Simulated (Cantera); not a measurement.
Input (Python, Cantera) and output of one run.

```python
import numpy as np
import cantera as ct

gas_names = """
    B BN BO BO2 B2 B2O B2O2 B2O3 N NO NO2 NO3 N2 N2O O O2 O3
""".split()
cond_names = """
    B(b) B(L) BN(s) B2O3(L)
""".split()


# ... load() reads the species with a 1 bar reference pressure and builds the phases ...
atoms = {
    'B': {'B': 1},
    'O2': {'O': 2},
    'N2': {'N': 2},
}
top_T = {'BN(s)': 3200}  # K; cautious upper limits of use, not melting points


# ... equilibrate(T, P, feed) seeds the gas with the atoms and calls Mixture.equilibrate('TP', solver="vcs", rtol=1e-11, max_steps=5000) ...
results = []
feed = {'B': 1, 'O2': 5.8, 'N2': 9.8}  # mol
P = 9700  # Pa
for T in [773, 923, 1073, 1223, 1373, 1523, 1673, 1823, 1973, 2123, 2273, 2423]:
    mix = equilibrate(T, P, feed)
    results.append((T, P, feed, dict(zip(mix.species_names, mix.species_moles))))

top = {s: max(r[3][s] / sum(r[3][g] for g in gas_names) for r in results) for s in gas_names}
cols = sorted((s for s in top if top[s] > 1e-06), key=lambda s: -top[s])[:5]
seen = [c for c in cond_names if any(r[3].get(c, 0) > 1e-12 for r in results)]
print("log10 of partial pressures in bar; condensed amounts in mol")
print(f"{'T/K':>10s}" + "".join(f"{s[:9]:>10s}" for s in cols + seen))
for T, P, feed, n in results:
    ng = sum(n[g] for g in gas_names)
    print(f"{T:10.4g}" + "".join(f"{np.log10(max(n[s] / ng * P / 1e5, 1e-99)):10.3f}" for s in cols)
          + "".join(f"{n.get(c, 0):10.4g}" for c in seen))
```

Output:

```
log10 of partial pressures in bar; condensed amounts in mol
       T/K        N2        O2      B2O3       BO2        NO   B2O3(L)
       773    -1.194    -1.482   -17.648   -16.253    -6.854       0.5
       923    -1.194    -1.482   -13.215   -12.555    -5.850       0.5
      1073    -1.194    -1.482   -10.064    -9.910    -5.127       0.5
      1223    -1.194    -1.482    -7.716    -7.927    -4.581       0.5
      1373    -1.194    -1.482    -5.902    -6.388    -4.154    0.4998
      1523    -1.194    -1.483    -4.463    -5.160    -3.812    0.4942
      1673    -1.197    -1.486    -3.294    -4.159    -3.534    0.4164
      1823    -1.210    -1.501    -2.527    -3.430    -3.313         0
      1973    -1.212    -1.505    -2.553    -3.149    -3.117         0
      2123    -1.214    -1.512    -2.595    -2.917    -2.950         0
      2273    -1.217    -1.522    -2.658    -2.731    -2.808         0
      2423    -1.222    -1.539    -2.747    -2.587    -2.689         0
```

Equilibrium computed with Cantera from the NASA thermochemical tables; the gas is ideal and each condensed phase is pure.
